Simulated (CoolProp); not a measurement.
Vapour-liquid equilibrium of acetone (1) + toluene (2) at 107.75 °C; x and y are mole fractions of (1).

Values from CoolProp's multi-fluid Helmholtz-energy mixture model, Lemmon 2006 and Lemmon 2006; pair parameters Bell 2016.

```tsv
x	bubble pressure (kPa)	y at the bubble point	dew pressure at overall composition x (kPa)	liquid density (mol/L)
0.05	121.8	0.260	97.78	8.604
0.2	191.7	0.583	113.8	8.976
0.35	247.4	0.719	135.8	9.384
0.5	295.9	0.804	167.6	9.835
0.65	341.8	0.870	216.3	10.34
0.8	387.8	0.927	293.4	10.90
0.95	435.7	0.982	407.3	11.53
```

No azeotrope shows between x = 0.05 and 0.95.

Pair parameters are fitted to limited data, so mixtures are less certain than the pure fluids.
